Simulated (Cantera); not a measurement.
**Thermodynamics of silicon nitride deposition, feed SiHCl₃ + N₂**

Charge: 1 mol SiHCl₃, 76 mol N₂.

Cantera equilibrium calculation (NASA polynomials, part measured and part estimated; ideal gas, pure solids and liquids). Candidate condensed phases: NH₄Cl, Si, Si₃N₄; 28 gas species. N₂ is the only nitrogen source here; it is nearly inert below about 1500 K, so the nitride shown seldom forms there in practice. The tables' values for SiCl₃ are old estimates. Rates play no part.

Stable condensed phases:

```
T in K \ P in Pa
              5     26    140    710   3700  19000 100000
   1850       A      A      A      A      A      A      A
   1750       A      A      A      A      A      A      B
   1650       A      A      A      A      A      B      B
   1550       A      A      A      A      B      B      B
   1450       A      A      A      B      B      B      B
   1350       A      A      B      B      B      B      B
   1250       B      B      B      B      B      B      B
   1150       B      B      B      B      B      B      B
   1050       B      B      B      B      B      B      B
```

A: gas only; B: Si₃N₄.
